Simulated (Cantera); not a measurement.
An adiabatic, constant-pressure homogeneous reactor starts with C3H8 : O2 : N2 = 1 : 5.15 : 19.4 (molar parts), at 1750 K and 0.345 atm.

Model: GRI-Mech 3.0 (53 species, 325 reactions), integrated in Cantera. GRI-Mech 3.0 was tuned for natural gas; its chemistry of propane as a main component is partial and can be far from experiment.

Q: Predict: time of steepest temperature rise; temperature at 5.00 s; equilibrium temperature; x(O2) at 5.00 s; x(H2O) at 5.00 s; x(NO) at 5.00 s.

A: 
```
Item                                                              Result
---------------------------------  -------------------------------------
time of steepest temperature rise                                38.5 µs
temperature at 5.00 s                                             2745 K
equilibrium temperature                                           2745 K
x(O2) at 5.00 s                    0.0290 (gas-phase equilibrium 0.0290)
x(H2O) at 5.00 s                     0.104 (gas-phase equilibrium 0.104)
x(NO) at 5.00 s                    0.0118 (gas-phase equilibrium 0.0118)
```
